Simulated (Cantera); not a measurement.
An isothermal, constant-pressure homogeneous reactor starts with 0.0925 % H2, 18.5 % O2, 81.4 % N2, equivalence ratio 0.0025, at 1200 K and 0.0263 atm.

Computed with Cantera and the H2/O2 subset of GRI-Mech 3.0, which has no nitrogen chemistry. Radical loss at walls, strong at low pressure, is not modelled.

x: mole fraction; the columns are a selection and need not sum to one.

```
t (s)         x H2   x O2       x H         x O      x OH
--------  --------  -----  --------  ----------  --------
1.00e-6   0.000925  0.185    <1e-12      <1e-12    <1e-12
5.55e-6   0.000925  0.185  1.70e-12      <1e-12    <1e-12
3.08e-5   0.000925  0.185  8.47e-12    1.21e-12  1.21e-12
0.000171  0.000925  0.185  2.84e-11    2.62e-11  2.57e-11
0.000949  0.000925  0.185  5.44e-11    3.07e-10  2.77e-10
0.00527   0.000925  0.185  3.59e-10  (withheld)   3.99e-9
0.0292    0.000861  0.185   2.75e-6  (withheld)   2.97e-5
0.162      1.63e-6  0.184   1.36e-5  (withheld)   6.48e-5
0.901      5.20e-7  0.185   2.43e-6  (withheld)   3.67e-5
5.00       4.59e-8  0.185   6.54e-8  (withheld)   1.11e-5
```

**Question.** Some entries are withheld; supply them.

**Answer.** 
- 0.00527, x O: 5.42e-9
- 0.0292, x O: 4.42e-5
- 0.162, x O: 0.000612
- 0.901, x O: 0.000193
- 5.00, x O: 1.72e-5
